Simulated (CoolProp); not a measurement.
Chloromethane (R40) along the isobar 23.9 MPa: density (kg/m³) from the reference equation and from simpler models built on Tc = 418.6 K, pc = 6.929 MPa, ω = 0.150; each cubic takes its own stable root.

Model: reference Helmholtz-energy equation of state, Thol 2014, in CoolProp.

```json
[
 {"T (K)": "272.8", "phase": "liquid", "reference": "996.0", "van der Waals": "642.1", "Peng-Robinson": "1039"},
 {"T (K)": "279.3", "phase": "liquid", "reference": "985.7", "van der Waals": "637.4", "Peng-Robinson": "1029"},
 {"T (K)": "285.8", "phase": "liquid", "reference": "[?]", "van der Waals": "632.7", "Peng-Robinson": "1019"},
 {"T (K)": "292.3", "phase": "liquid", "reference": "[?]", "van der Waals": "627.9", "Peng-Robinson": "1008"},
 {"T (K)": "298.8", "phase": "liquid", "reference": "954.2", "van der Waals": "623.1", "Peng-Robinson": "997.3"},
 {"T (K)": "305.3", "phase": "liquid", "reference": "943.4", "van der Waals": "618.2", "Peng-Robinson": "986.1"},
 {"T (K)": "311.7", "phase": "liquid", "reference": "[?]", "van der Waals": "613.4", "Peng-Robinson": "974.8"},
 {"T (K)": "318.2", "phase": "liquid", "reference": "921.7", "van der Waals": "[?]", "Peng-Robinson": "962.9"},
 {"T (K)": "324.7", "phase": "liquid", "reference": "910.5", "van der Waals": "603.3", "Peng-Robinson": "950.8"},
 {"T (K)": "331.2", "phase": "liquid", "reference": "899.2", "van der Waals": "598.2", "Peng-Robinson": "938.3"},
 {"T (K)": "337.7", "phase": "liquid", "reference": "887.7", "van der Waals": "593.0", "Peng-Robinson": "925.4"},
 {"T (K)": "344.2", "phase": "liquid", "reference": "[?]", "van der Waals": "587.8", "Peng-Robinson": "912.3"},
 {"T (K)": "350.7", "phase": "liquid", "reference": "864.3", "van der Waals": "582.5", "Peng-Robinson": "898.7"}
]
```

### Question
What belongs in the gaps?

### Answer

- 285.8, reference: 975.3
- 292.3, reference: 964.8
- 311.7, reference: 932.7
- 318.2, van der Waals: 608.4
- 344.2, reference: 876.1
